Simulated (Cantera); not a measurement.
An adiabatic, constant-volume homogeneous reactor starts with H2 : O2 : N2 : H2O = 1 : 1.35 : 5.08 : 0.18 (molar parts), equivalence ratio 0.37, at 1650 K and 4.84 atm. Integrator tolerance rtol = 1e-08.

Cantera simulation using GRI-Mech 3.0 (53 species, 325 reactions); the numbers are that mechanism's predictions, not measurements. The hydrogen kinetics of GRI-Mech 3.0 are dated; newer H2 mechanisms differ, most at raised pressure.

### Question
What does this change do: initial temperature 1650 to 1373 K?

### Answer
```csv
quantity,before,after
time of steepest temperature rise,2.13 µs,5.65 µs
temperature at 0.100 s,2602 K,2418 K
equilibrium temperature,2602 K,2418 K
x(H2) at 0.100 s,0.00172 (gas-phase equilibrium 0.00172),0.000679 (gas-phase equilibrium 0.000679)
x(O2) at 0.100 s,0.106 (gas-phase equilibrium 0.106),0.110 (gas-phase equilibrium 0.110)
x(H2O) at 0.100 s,0.157 (gas-phase equilibrium 0.157),0.161 (gas-phase equilibrium 0.161)
x(OH) at 0.100 s,0.0127 (gas-phase equilibrium 0.0127),0.00714 (gas-phase equilibrium 0.00714)
x(H) at 0.100 s,0.000600 (gas-phase equilibrium 0.000600),0.000160 (gas-phase equilibrium 0.000160)
x(N2O) at 0.100 s,2.60e-6 (gas-phase equilibrium 2.60e-6),2.04e-6 (gas-phase equilibrium 2.04e-6)
```

### Question
What does this change do: initial temperature 1650 to 1598 K?

### Answer
```json
[
 {"quantity": "time of steepest temperature rise", "before": "2.13 µs", "after": "2.46 µs"},
 {"quantity": "temperature at 0.100 s", "before": "2602 K", "after": "2569 K"},
 {"quantity": "equilibrium temperature", "before": "2602 K", "after": "2569 K"},
 {"quantity": "x(H2) at 0.100 s", "before": "0.00172 (gas-phase equilibrium 0.00172)", "after": "0.00147 (gas-phase equilibrium 0.00147)"},
 {"quantity": "x(O2) at 0.100 s", "before": "0.106 (gas-phase equilibrium 0.106)", "after": "0.107 (gas-phase equilibrium 0.107)"},
 {"quantity": "x(H2O) at 0.100 s", "before": "0.157 (gas-phase equilibrium 0.157)", "after": "0.158 (gas-phase equilibrium 0.158)"},
 {"quantity": "x(OH) at 0.100 s", "before": "0.0127 (gas-phase equilibrium 0.0127)", "after": "0.0115 (gas-phase equilibrium 0.0115)"},
 {"quantity": "x(H) at 0.100 s", "before": "0.000600 (gas-phase equilibrium 0.000600)", "after": "0.000480 (gas-phase equilibrium 0.000480)"},
 {"quantity": "x(N2O) at 0.100 s", "before": "2.60e-6 (gas-phase equilibrium 2.60e-6)", "after": "2.50e-6 (gas-phase equilibrium 2.50e-6)"}
]
```
